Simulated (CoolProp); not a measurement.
Vapour pressure (kPa) of C2F6 (R116): the reference equation beside estimates from Tc = 293.0 K, pc = 3048 kPa, ω = 0.257. Clausius-Clapeyron is anchored at 197.6 K with a constant enthalpy of vaporisation of 15.99 kJ/mol.

The numbers come from the reference Helmholtz-energy equation of state, Lemmon 2006 in CoolProp. It is a short technical equation, of lower accuracy than the large ones.

| T (K) | reference | Clausius-Clapeyron | Redlich-Kwong | Peng-Robinson |
|---|---|---|---|---|
| 197.6 | 115.9 | 115.9 | 192.9 | 115.6 |
| 200.5 | 134.5 | 133.4 | 219.2 | 134.1 |
| 203.3 | 154.6 | 152.3 | 247.1 | 154.0 |
| 206.2 | 177.7 | 174.0 | 278.5 | 177.0 |
| 209 | 202.5 | 197.1 | 311.5 | 201.6 |
| 211.9 | 230.8 | 223.6 | 348.6 | 229.7 |
| 214.8 | 262.1 | 252.7 | 388.7 | 260.9 |
| 217.6 | 295.3 | 283.6 | 430.4 | 293.9 |
| 220.5 | 332.8 | 318.6 | 476.8 | 331.3 |
| 223.4 | 373.9 | 356.8 | 526.7 | 372.3 |
| 226.2 | 417.1 | 396.9 | 578.2 | 415.4 |

Absolute difference from the reference over all 11 rows, mean and median: Clausius-Clapeyron 2.9 and 3.1 %, Redlich-Kwong 51.6 and 51.0 %, Peng-Robinson 0.4 and 0.4 %.
